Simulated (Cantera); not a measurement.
A perfectly stirred reactor is fed with H₂ : O₂ : N₂ : H₂O = 1.5 : 1 : 0.87 : 0.057 (molar parts), at 100.0 Torr; it is held at 1050 K, and followed from long to short residence time.

Detailed kinetics in Cantera: the H2/O2 subset of GRI-Mech 3.0, which has no nitrogen chemistry. The temperature is held fixed by assumption; the heat of reaction is taken as removed at once.

One state of this run: x H₂ = 0.00942; x O₂ = 0.0974; x H₂O₂ = 4.17e-6; x HO₂ = 4.21e-5; x H₂O = 0.568. x: mole fraction; the columns are a selection and need not sum to one.

Question: Which value of τ (s) does it belong to?
A. 0.0076
B. 0.35
C. 0.18
D. 0.051

Answer: D, 0.051
